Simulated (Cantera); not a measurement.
Cantera with NASA thermochemical tables; ideal gases at 1 bar, condensed phases pure. Values are per mole of reaction as written; species without (g) are pure solids or liquids, kept so even where they would boil at 1 bar. VN: taken at fixed stoichiometry.

4 V + N2(g) + 3 H2O2(g) = 2 V2O3 + 2 NH3(g)

```csv
T (K),ΔH° (kJ),ΔS° (J/K),ΔG° (kJ),log10 K,condensed phases
2000,-2034.7,-340.8,-1353.0,35.34,"V(s), V2O3(s)"
2025,-2033.1,-340.1,-1344.5,34.68,"V(s), V2O3(s)"
2050,-2031.6,-339.3,-1336.0,34.04,"V(s), V2O3(s)"
2075,-2030.0,-338.6,-1327.5,33.42,"V(s), V2O3(s)"
2100,[?],[?],[?],[?],"V(s), V2O3(s)"
2125,-2027.0,-337.1,-1310.6,32.22,"V(s), V2O3(s)"
2150,-2025.4,-336.4,-1302.2,31.64,"V(s), V2O3(s)"
2175,-2023.9,-335.7,-1293.8,31.07,"V(s), V2O3(s)"
2200,[?],[?],[?],[?],"V(l), V2O3(s)"
2225,-2112.4,-376.1,-1275.6,29.95,"V(l), V2O3(s)"
2250,[?],[?],[?],[?],"V(l), V2O3(s)"
```

Question: Complete the blanks.

Answer: 
- 2100, ΔH° (kJ): -2028.5
- 2100, ΔS° (J/K): -337.8
- 2100, ΔG° (kJ): -1319.1
- 2100, log10 K: 32.81
- 2200, ΔH° (kJ): -2113.8
- 2200, ΔS° (J/K): -376.7
- 2200, ΔG° (kJ): -1285.0
- 2200, log10 K: 30.51
- 2250, ΔH° (kJ): -2111.1
- 2250, ΔS° (J/K): -375.5
- 2250, ΔG° (kJ): -1266.2
- 2250, log10 K: 29.40
